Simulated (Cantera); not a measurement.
An isothermal, constant-pressure homogeneous reactor starts with H₂ : O₂ : N₂ = 0.34 : 1 : 6.2 (molar parts), equivalence ratio 0.17, at 823 K and 0.148 atm.

Cantera simulation using GRI-Mech 3.0 (53 species, 325 reactions); the numbers are that mechanism's predictions, not measurements. Below about 950 K walls govern HO2 and H2O2 in real vessels. The temperature is held fixed by assumption; the heat of reaction is taken as removed at once.

x: mole fraction; the columns are a selection and need not sum to one.

| t (s) | x H₂ | x O₂ | x NO₂ | x OH | x NO | x H₂O₂ | x H |
|---|---|---|---|---|---|---|---|
| 4.00e-5 | 0.0451 | 0.133 | <1e-12 | <1e-12 | <1e-12 | <1e-12 | <1e-12 |
| 0.000168 | 0.0451 | 0.133 | <1e-12 | <1e-12 | <1e-12 | <1e-12 | <1e-12 |
| 0.000709 | 0.0451 | 0.133 | <1e-12 | <1e-12 | <1e-12 | <1e-12 | <1e-12 |
| 0.00299 | 0.0451 | 0.133 | <1e-12 | <1e-12 | <1e-12 | <1e-12 | 8.82e-12 |
| 0.0126 | 0.0451 | 0.133 | <1e-12 | 2.69e-10 | <1e-12 | 1.55e-11 | 3.69e-9 |
| 0.0529 | 0.0113 | 0.118 | 2.19e-10 | 6.12e-6 | 5.36e-9 | … | 1.16e-5 |
| 0.223 | 0.00978 | 0.117 | 4.73e-9 | 1.23e-8 | 8.63e-10 | … | 2.80e-8 |
| 0.938 | 0.00958 | 0.117 | 4.52e-9 | 1.97e-8 | 1.07e-9 | … | 4.15e-8 |
| 3.95 | 0.00837 | 0.116 | 4.46e-9 | 2.97e-8 | 1.14e-9 | 0.000137 | 5.00e-8 |
| 16.6 | 0.00449 | 0.115 | 4.77e-9 | 2.87e-8 | 8.47e-10 | 0.000127 | 2.61e-8 |
| 70.0 | 0.000528 | 0.113 | 5.25e-9 | 2.08e-8 | 3.73e-10 | … | 2.40e-9 |

Fill in the missing entries.


- 0.0529, x H₂O₂: 4.01e-6
- 0.223, x H₂O₂: 2.78e-5
- 0.938, x H₂O₂: 5.64e-5
- 70.0, x H₂O₂: 1.88e-5
